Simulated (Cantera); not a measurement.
Reactions in the system B-F-N

Standard-state values (1 bar) from the NASA 1993 polynomials, evaluated with Cantera. Values are per mole of reaction as written; species without (g) are pure solids or liquids, kept so even where they would boil at 1 bar.

2 BF₃(g) + N₂(g) = 6 F(g) + 2 BN

```
T (K)  ΔH° (kJ)  ΔS° (J/K)  ΔG° (kJ)  log10 K
-----  --------  ---------  --------  -------
300      2245.9      282.0    2161.3  -376.30
2598     2315.7      355.4    1392.5   -28.00
2648     2316.8      355.8    1374.7   -27.12
2698     2318.0      356.2    1356.9   -26.27
2748     2319.1      356.6    1339.1   -25.45
2798     2320.2      357.0    1321.2   -24.67
2848     2321.3      357.4    1303.4   -23.90
```
